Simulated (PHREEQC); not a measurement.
## Copper plating or etch bath: speciation

Dissolve 0.0013 mol/kgw Cu(BF4)2 and 0.042 mol/kgw H2SO4 at 38 °C. Closed to the air; pH follows from the charge balance.

Computed with PHREEQC (ion-association model, phreeqc.dat).

* **pH**: 1.36
* **ionic strength**: 0.0646 mol/kgw
* **specific conductance**: 23600 µS/cm
* **density**: 0.996 g/cm³
* **total alkalinity**: -91.8 meq/kg

```json
[
 {"species": "H+", "molality": "0.0514", "activity": "0.0432", "log γ": "-0.076"},
 {"species": "HSO4-", "molality": "0.0311", "activity": "0.0250", "log γ": "-0.096"},
 {"species": "SO4-2", "molality": "0.0105", "activity": "0.00441", "log γ": "-0.376"},
 {"species": "HF", "molality": "0.00626", "activity": "0.00635", "log γ": "0.006"},
 {"species": "H3BO3", "molality": "0.00156", "activity": "0.00158", "log γ": "0.006"},
 {"species": "BF4-", "molality": "0.000945", "activity": "0.000758", "log γ": "-0.096"}
]
```

No solid was allowed to form. Constants without temperature data keep their 25 °C values here. Real BF4- forms and hydrolyses slowly; the run takes it at equilibrium.
